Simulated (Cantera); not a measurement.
An isothermal, constant-pressure homogeneous reactor starts with 47.6 % C2H6, 52.4 % N2, at 1825 K and 180 Torr.

Detailed kinetics in Cantera: GRI-Mech 3.0 (53 species, 325 reactions). GRI-Mech 3.0 stops at C3 and has no aromatics, soot or wall deposition, so with more carbon than oxygen in the feed, carbon stays in small species such as C2H2 where larger ones or solid carbon would form.

Problem. Predict: x(C2H6) at 70.0 s; x(H2) at 70.0 s; x(H) at 70.0 s; x(C2H) at 70.0 s; x(HCN) at 70.0 s; x(CH4) at 70.0 s.

Solution. 
- x(C2H6) at 70.0 s: 7.33e-8 (gas-phase equilibrium 5.51e-8)
- x(H2) at 70.0 s: 0.485 (gas-phase equilibrium 0.485)
- x(H) at 70.0 s: 0.000631 (gas-phase equilibrium 0.000631)
- x(C2H) at 70.0 s: 3.06e-6 (gas-phase equilibrium 2.30e-6)
- x(HCN) at 70.0 s: 0.000197 (gas-phase equilibrium 0.122)
- x(CH4) at 70.0 s: 0.00192 (gas-phase equilibrium 0.00166)
